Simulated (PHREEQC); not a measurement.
Make-up at 25 °C: 0.0059 mol Cu(BF4)2, 0.24 mol HNO3 and 0.00013 mol Na2SO4 per kg of water. Closed to the air; pH follows from the charge balance.

Model: ion-association model, phreeqc.dat, run in PHREEQC.

| quantity | before | after |
|---|---|---|
| pH | 0.73 | 0.75 |
| ionic strength (mol/kgw) | 0.256 | 0.251 |
| HSO4- (mol/kgw) | 0.000111 | 0.000125 |
| SO4-2 (mol/kgw) | 1.69e-5 | 4.10e-6 |
| NaSO4- (mol/kgw) | 5.93e-9 | 1.70e-9 |

### Question
Which change was made?
(A) Cu(BF4)2 left out
(B) diluted 5-fold with water
(C) temperature from 25 to 90 °C
(D) Cu(BF4)2 replaced by KF at the same molality
(E) temperature from 25 to 35 °C

### Answer
C, temperature from 25 to 90 °C

No solid was allowed to form. At this temperature some constants are extrapolated from 25 °C, and those without enthalpy data are left unchanged. Real BF4- forms and hydrolyses slowly; the run takes it at equilibrium.
